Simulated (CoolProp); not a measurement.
Saturated liquid density (kg/m³) of normal hydrogen: the reference equation beside estimates from Tc = 33.1 K, pc = 12.96 bar, ω = -0.219.

Values from CoolProp's reference Helmholtz-energy equation of state, Leachman 2009.

```
T (K)  reference  Redlich-Kwong  Peng-Robinson
-----  ---------  -------------  -------------
19.8       71.49          86.23          89.90
21.1       70.00          83.45          86.88
22.4       68.38          80.45          83.67
23.6       66.77          77.45          80.50
24.9       64.86            ___          76.81
26.2       62.74          70.06          72.80
27.4       60.54          66.12          68.74
28.7       57.82            ___          63.83
30         54.54          55.76          58.19
31.3       50.26            ___          51.33
32.5       43.92          40.16          42.51
```

### Question
What belongs in the gaps?

### Answer

- 24.9, Redlich-Kwong: 73.93
- 28.7, Redlich-Kwong: 61.32
- 31.3, Redlich-Kwong: 48.96

Absolute difference from the reference over all 11 rows, mean and median: Redlich-Kwong 11.6 and 11.7 %, Peng-Robinson 14.8 and 16.0 %.
